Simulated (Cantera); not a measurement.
Input: 1 mol CH₄, 0.052 mol H₂O, 49 mol H₂, held at 10000 Pa.

These are equilibrium values from Cantera (NASA tables, ideal gas, pure condensed phases), not measurements of a reactor. Candidate condensed phases: C, C₆H₆, C₇H₈, C₈H₁₈, H₂O; 110 gas species. Rates play no part.

Q: Which condensed phases are stable at each of these points (T (K)): 2325, 2375, 2425, 2475, 2525, 2575, 2625, 2675, 2725, 2775, 2825, 2875, 2925?

A: 
```
T (K)  condensed phases  C condensed (%)
-----  ----------------  ---------------
2325        C(graphite)             45.5
2375        C(graphite)             32.5
2425        C(graphite)             16.9
2475           gas only              0.0
2525           gas only              0.0
2575           gas only              0.0
2625           gas only              0.0
2675           gas only              0.0
2725           gas only              0.0
2775           gas only              0.0
2825           gas only              0.0
2875           gas only              0.0
2925           gas only              0.0
```

From 2325 K to 2425 K the condensed part is C(graphite). From 2475 K to 2925 K nothing is condensed.
